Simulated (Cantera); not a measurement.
## CH3SiCl3 + C2H2 + H2 (silicon carbide growth)

Charge: 1 mol CH3SiCl3, 0.0079 mol C2H2, a varied amount of H2, at 2075 K and 255 Torr.

Cantera equilibrium calculation (NASA polynomials, part measured and part estimated; ideal gas, pure solids and liquids). Candidate condensed phases: C, C6H6, C7H8, C8H18, Si, SiC; 109 gas species. The feed counts by its element totals alone. The tables' values for SiCl3, SiCl are old estimates; treat these amounts as uncertain. Gases not in the tables: Si2H6 and higher silanes. The numbers say what is thermodynamically allowed, not how fast it happens.

```json
[
 {"n(H2) (mol)": "9.7", "x H2": "0.769", "x HCl": "0.215", "x SiCl2": "0.00946", "x H": "0.00401", "n C(graphite)": "0.115", "n SiC(s)": "0.875"},
 {"n(H2) (mol)": "14", "x H2": "0.824", "x HCl": "0.165", "x SiCl2": "0.00518", "x H": "0.00415", "n C(graphite)": "0.0709", "n SiC(s)": "0.908"},
 {"n(H2) (mol)": "19", "x H2": "0.862", "x HCl": "0.129", "x SiCl2": "0.00305", "x H": "0.00424", "n C(graphite)": "0.0364", "n SiC(s)": "0.930"},
 {"n(H2) (mol)": "27", "x H2": "0.896", "x HCl": "0.0960", "x SiCl2": "0.00165", "x H": "0.00432", "n C(graphite)": "0", "n SiC(s)": "0.948"},
 {"n(H2) (mol)": "39", "x H2": "0.925", "x HCl": "0.0689", "x SiCl2": "0.00103", "x H": "0.00439", "n C(graphite)": "0", "n SiC(s)": "0.953"},
 {"n(H2) (mol)": "55", "x H2": "0.944", "x HCl": "0.0501", "x SiCl2": "0.000659", "x H": "0.00444", "n C(graphite)": "0", "n SiC(s)": "0.956"},
 {"n(H2) (mol)": "78", "x H2": "0.959", "x HCl": "0.0360", "x SiCl2": "0.000410", "x H": "0.00447", "n C(graphite)": "0", "n SiC(s)": "0.959"}
]
```
x: gas mole fraction; n: condensed amount in mol.

From 9.7 mol H2 to 19 mol H2 the condensed part is C(graphite) + SiC(s). From 27 mol H2 to 78 mol H2 the condensed part is SiC(s). The main Si-bearing gas is SiCl2 throughout. The share of Si in condensed phases is highest at 78 mol H2 (95.9 %) and lowest at 9.7 mol H2 (87.5 %).
